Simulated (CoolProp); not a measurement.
Saturation properties of R22.

Computed with CoolProp (reference Helmholtz-energy equation of state, Kamei 1995).

```csv
T (°C),p (MPa),liquid density (kg/m³),vapour Z,vapour viscosity (µPa s),liquid conductivity (mW/(m K))
-8.25,0.3772,1309,(withheld),12.2,99.3
-2.55,0.4579,1290,0.8990,12.5,96.7
3.15,0.5510,1271,0.8855,12.8,94.2
8.85,0.6577,1251,0.8709,13.1,91.7
14.55,0.7791,1230,0.8552,(withheld),89.2
20.25,0.9164,1209,0.8383,13.7,(withheld)
25.95,1.071,1187,0.8201,14.0,84.1
31.65,1.244,1164,0.8006,14.3,81.6
37.35,1.437,1140,0.7797,(withheld),79.0
43.05,1.651,1115,0.7572,15.0,76.4
48.75,(withheld),1088,(withheld),15.4,73.8
54.45,2.149,1060,0.7068,15.8,71.1
60.15,2.435,1030,(withheld),16.3,68.4
```

What belongs in the gaps?


- -8.25, vapour Z: 0.9115
- 14.55, vapour viscosity (µPa s): 13.4
- 20.25, liquid conductivity (mW/(m K)): 86.6
- 37.35, vapour viscosity (µPa s): 14.7
- 48.75, p (MPa): 1.888
- 48.75, vapour Z: 0.7329
- 60.15, vapour Z: 0.6783

It boils at -40.8 °C under 1 atm.

Viscosity comes from a separate model (Bell 2016), an estimate that may be off by 10 % or more. Thermal conductivity comes from a separate model (McLinden 2000), an estimate that may be off by 10 % or more.
